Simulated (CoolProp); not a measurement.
Values from CoolProp's reference Helmholtz-energy equation of state, Lemmon 2006. It is a short technical equation, of lower accuracy than the large ones.

**Question.** For n-nonane, give the phase and the expansivity (1/kK), conductivity (mW/(m K)), fugacity coefficient at 327.9 K and 0.119 MPa; 327.9 K and 2.12 MPa.

**Answer.** 
- 327.9 K and 0.119 MPa: liquid; expansivity 1.16, conductivity 119, fugacity coefficient 0.0260
- 327.9 K and 2.12 MPa: liquid; expansivity 1.14, conductivity 120, fugacity coefficient 0.00167

Thermal conductivity comes from a separate model (Huber 2005).
